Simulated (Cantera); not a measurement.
Mixture: 7.85 % CH4, 2.43 % CO, 19.0 % O2, 66.5 % N2, 4.24 % CO2, equivalence ratio 0.89, at 5480 Torr, adiabatic and at constant pressure. Ignition delay is the time to a rise of 400 K.

Model: GRI-Mech 3.0 (53 species, 325 reactions), integrated in Cantera.

**Question.** Predict: delay at 1275 K; delay at 1350 K; delay at 1425 K; delay at 1500 K; delay at 1575 K; delay at 1650 K; delay at 1725 K; apparent activation energy between 1575 and 1725 K.

**Answer.** 
```json
{
  "delay at 1275 K": "3.09 ms",
  "delay at 1350 K": "1.25 ms",
  "delay at 1425 K": "0.544 ms",
  "delay at 1500 K": "0.251 ms",
  "delay at 1575 K": "0.123 ms",
  "delay at 1650 K": "63.8 µs",
  "delay at 1725 K": "35.2 µs",
  "apparent activation energy between 1575 and 1725 K": "190 kJ/mol"
}
```
